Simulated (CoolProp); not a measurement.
Hexamethyldisiloxane (MM) along the isobar 101 kPa: density (kg/m³) from the reference equation and from simpler models built on Tc = 518.7 K, pc = 1931 kPa, ω = 0.418; each cubic takes its own stable root.

The numbers come from the reference Helmholtz-energy equation of state, Thol 2016 in CoolProp.

```json
[
 {"T (K)": "355.1", "phase": "liquid", "reference": "697.0"},
 {"T (K)": "366.2", "phase": "liquid", "reference": "683.9"},
 {"T (K)": "377.4", "phase": "gas", "reference": "5.565"},
 {"T (K)": "388.6", "phase": "gas", "reference": "5.367"},
 {"T (K)": "399.7", "phase": "gas", "reference": "5.187"},
 {"T (K)": "410.9", "phase": "gas", "reference": "5.020"},
 {"T (K)": "422.1", "phase": "gas", "reference": "4.866"},
 {"T (K)": "433.2", "phase": "gas", "reference": "4.724"},
 {"T (K)": "444.4", "phase": "gas", "reference": "4.589"},
 {"T (K)": "455.6", "phase": "gas", "reference": "4.464"},
 {"T (K)": "466.7", "phase": "gas", "reference": "4.346"},
 {"T (K)": "477.9", "phase": "gas", "reference": "4.235"},
 {"T (K)": "489.1", "phase": "gas", "reference": "4.129"},
 {"T (K)": "500.2", "phase": "gas", "reference": "4.030"}
]
```

Task: How far does each simpler model (van der Waals, Redlich-Kwong, Soave-Redlich-Kwong, Peng-Robinson) lie from the reference over these 14 states: mean and median of the absolute difference, and the worst?

Result: 
- van der Waals: mean 15.3 %, median 1.3 %, worst -99.2 % at 366.2 K and 101 kPa
- Redlich-Kwong: mean 14.7 %, median 0.7 %, worst -99.2 % at 366.2 K and 101 kPa
- Soave-Redlich-Kwong: mean 1.2 %, median 0.3 %, worst -6.6 % at 366.2 K and 101 kPa
- Peng-Robinson: mean 0.9 %, median 0.1 %, worst +5.7 % at 355.1 K and 101 kPa

At some of these states van der Waals, Redlich-Kwong gives the other phase, because its saturation line lies elsewhere.
